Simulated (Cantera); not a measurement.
Cantera run:

```python
import numpy as np
import cantera as ct

gas_names = """
    CL CL2 H HCL H2 N NH NH2 NH3 N2 N2H2 N2H4 Si SiCL SiCL2 SiCL3 SiCL4 SiH SiHCL3 SiH2 SiH2CL2 SiH3
    SiH3CL SiH4 SiN Si2 Si2N Si3
""".split()
cond_names = """
    NH4CL(a) NH4CL(b) Si(cr) Si(L) Si3N4(a)
""".split()


# ... load() reads the species with a 1 bar reference pressure and builds the phases ...
atoms = {
    'SiCl4': {'Si': 1, 'CL': 4},
    'NH3': {'N': 1, 'H': 3},
}
top_T = {'Si3N4(a)': 2400}  # K; cautious upper limits of use, not melting points


# ... equilibrate(T, P, feed) seeds the gas with the atoms and calls Mixture.equilibrate('TP', solver="vcs", rtol=1e-11, max_steps=5000) ...
results = []
feed = {'SiCl4': 1, 'NH3': 1.5}  # mol
T = 1000  # K
P = 12000  # Pa
mix = equilibrate(T, P, feed)
results.append((T, P, feed, dict(zip(mix.species_names, mix.species_moles))))
x = sorted(zip(gas.X, gas.species_names), reverse=True)
print(f"T = {T:g} K  P = {P:g} Pa  gas = {mix.phase_moles(0):.4g} mol")
print("   x: " + "  ".join(f"{s} {v:.3e}" for v, s in x if v > 1e-05))
print("   condensed (mol): " + ("  ".join(f"{mix.phase(i).name} {mix.phase_moles(i):.4g}"
      for i in range(1, mix.n_phases) if mix.phase_moles(i) > 1e-12) or "none"))
```

Output:

```
T = 1000 K  P = 12000 Pa  gas = 4.138 mol
   x: HCL 4.021e-01  H2 3.422e-01  SiCL4 1.404e-01  N2 1.144e-01  SiHCL3 8.423e-04  SiCL3 7.231e-05
   condensed (mol): Si3N4(a) 0.1383
```

Equilibrium computed with Cantera from the NASA thermochemical tables; the gas is ideal and each condensed phase is pure. The tables' values for SiCl3 are old estimates; treat these amounts as uncertain.
